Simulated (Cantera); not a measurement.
**Thermodynamics of boron, boron nitride and boron oxide, feed BCl3 + NH3 + H2**

A closed system holds: 1 mol BCl3, 9.8 mol NH3, 0.89 mol H2, held at 100000 Pa.

Method: chemical equilibrium by Gibbs-energy minimisation in Cantera with the NASA 1993 tables (ideal gas, pure condensed phases). Candidate condensed phases: B, BN, NH4Cl; 21 gas species. The tables' values for BCl, BCl2, BH2 are old estimates; treat these amounts as uncertain. Gases not in the tables: B2H6 and higher boranes, BHCl2. Equilibrium is a limit: real reactors are often held back by kinetics, nucleation or transport.

From 1577 °C to 2127 °C the condensed part is BN(s).

```
T (°C)   x H2   x N2  x HCl       x H     x BCl      x Cl  n BN(s)
------  -----  -----  -----  --------  --------  --------  -------
1577    0.655  0.205  0.139  0.000436   9.20e-6   7.05e-5    0.999
1627    0.655  0.205  0.139  0.000642   2.07e-5  0.000103    0.999
1677    0.655  0.205  0.139  0.000928   4.48e-5  0.000148    0.998
1727    0.655  0.205  0.139   0.00132   9.29e-5  0.000208    0.996
1777    0.654  0.205  0.139   0.00183  0.000186  0.000288    0.994
1827    0.654  0.205  0.138   0.00252  0.000359  0.000392    0.989
1877    0.653  0.205  0.138   0.00341  0.000670  0.000525    0.980
1927    0.652  0.205  0.137   0.00455   0.00121  0.000693    0.966
1977    0.651  0.205  0.135   0.00599   0.00212  0.000899    0.943
2027    0.649  0.205  0.133   0.00780   0.00361   0.00115    0.905
2077    0.647  0.206  0.129    0.0100   0.00593   0.00143    0.847
2127    0.644  0.207  0.124    0.0128   0.00940   0.00175    0.761
```
x: gas mole fraction; n: condensed amount in mol.
